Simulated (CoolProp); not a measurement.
Dry air at 473.06 K and 0.189 MPa is throttled through a valve to 0.102 MPa with no heat exchange. Each further row changes one setting.

Values from CoolProp's reference Helmholtz-energy equation of state, Lemmon 2000. It is a pseudo-pure fit of the blend.

```json
[
 {"case": "as stated", "temperature change (K)": "-0.1", "final density (kg/m³)": "(withheld)"},
 {"case": "outlet pressure 0.0306 MPa", "temperature change (K)": "-0.1", "final density (kg/m³)": "(withheld)"},
 {"case": "outlet pressure 0.133 MPa", "temperature change (K)": "-0.0", "final density (kg/m³)": "(withheld)"}
]
```

Question: What belongs in the gaps?

Answer: 
- as stated, final density (kg/m³): 0.751
- outlet pressure 0.0306 MPa, final density (kg/m³): 0.225
- outlet pressure 0.133 MPa, final density (kg/m³): 0.979
